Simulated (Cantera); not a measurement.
A perfectly stirred reactor is fed with H2 : O2 = 0.1 : 1 (molar parts), equivalence ratio 0.050, at 0.0263 atm; it is held at 1325 K, and followed from long to short residence time.

Detailed kinetics in Cantera: GRI-Mech 3.0 (53 species, 325 reactions). Radical loss at walls, strong at low pressure, is not modelled. The temperature is held fixed by assumption; the heat of reaction is taken as removed at once.

Task: What does this change do: temperature 1325 to 1450 K?

Result: 
```json
[
 {"quantity": "x(H2) at τ = 12.0 s", "before": "3.17e-5", "after": "3.20e-5"},
 {"quantity": "x(O2) at τ = 12.0 s", "before": "0.904", "after": "0.904"},
 {"quantity": "x(H2O) at τ = 12.0 s", "before": "0.0948", "after": "0.0946"},
 {"quantity": "x(H) at τ = 12.0 s", "before": "9.99e-6", "after": "1.26e-5"},
 {"quantity": "x(OH) at τ = 12.0 s", "before": "0.000731", "after": "0.00114"},
 {"quantity": "x(H2) at τ = 73.0 ms", "before": "0.000773", "after": "0.000799"},
 {"quantity": "x(O2) at τ = 73.0 ms", "before": "0.893", "after": "0.888"},
 {"quantity": "x(H2O) at τ = 73.0 ms", "before": "0.0911", "after": "0.0897"},
 {"quantity": "x(H) at τ = 73.0 ms", "before": "0.00146", "after": "0.00178"},
 {"quantity": "x(OH) at τ = 73.0 ms", "before": "0.00385", "after": "0.00581"}
]
```

Task: What does this change do: temperature 1325 to 1250 K?

Result: 
| quantity | before | after |
|---|---|---|
| x(H2) at τ = 12.0 s | 3.17e-5 | 3.51e-5 |
| x(O2) at τ = 12.0 s | 0.904 | 0.904 |
| x(H2O) at τ = 12.0 s | 0.0948 | 0.0949 |
| x(H) at τ = 12.0 s | 9.99e-6 | 8.57e-6 |
| x(OH) at τ = 12.0 s | 0.000731 | 0.000538 |
| x(H2) at τ = 73.0 ms | 0.000773 | 0.000828 |
| x(O2) at τ = 73.0 ms | 0.893 | 0.895 |
| x(H2O) at τ = 73.0 ms | 0.0911 | 0.0917 |
| x(H) at τ = 73.0 ms | 0.00146 | 0.00128 |
| x(OH) at τ = 73.0 ms | 0.00385 | 0.00289 |
